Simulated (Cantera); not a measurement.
**Adiabatic ignition**

An adiabatic, constant-pressure homogeneous reactor starts with H2 : O2 : N2 : NO = 1 : 0.877 : 3.3 : 0.023 (molar parts), at 1423 K and 1.01 bar.

Model: GRI-Mech 3.0 (53 species, 325 reactions), integrated in Cantera.

```csv
t (s),T (K),x H2,x O2,x NO,x H2O,x NO2
7.00e-6,1423,0.192,0.169,0.00442,3.32e-5,2.82e-7
2.64e-5,1866,0.0244,0.0781,0.00457,0.140,7.73e-7
9.92e-5,2401,0.0132,0.0741,0.00485,0.176,1.31e-6
0.000373,2582,0.00632,0.0747,0.00534,0.192,2.59e-6
0.00141,2582,0.00620,0.0741,0.00680,0.192,3.32e-6
0.00529,2578,0.00614,0.0724,0.0106,0.193,5.11e-6
0.0199,2573,0.00609,0.0708,0.0140,0.193,6.72e-6
0.0750,2573,0.00609,0.0707,0.0142,0.193,6.83e-6
0.282,2573,0.00609,0.0707,0.0142,0.193,6.83e-6
1.06,2573,0.00609,0.0707,0.0142,0.193,6.83e-6
4.00,2573,0.00609,0.0707,0.0142,0.193,6.83e-6
```
x: mole fraction; the columns are a selection and need not sum to one.

```
Quantity                                                            Result
---------------------------------  ---------------------------------------
time of steepest temperature rise                                  17.6 µs
temperature at 4.00 s                                               2573 K
equilibrium temperature                                             2573 K
x(H2) at 4.00 s                    0.00609 (gas-phase equilibrium 0.00609)
x(O2) at 4.00 s                      0.0707 (gas-phase equilibrium 0.0707)
x(NO) at 4.00 s                      0.0142 (gas-phase equilibrium 0.0142)
```
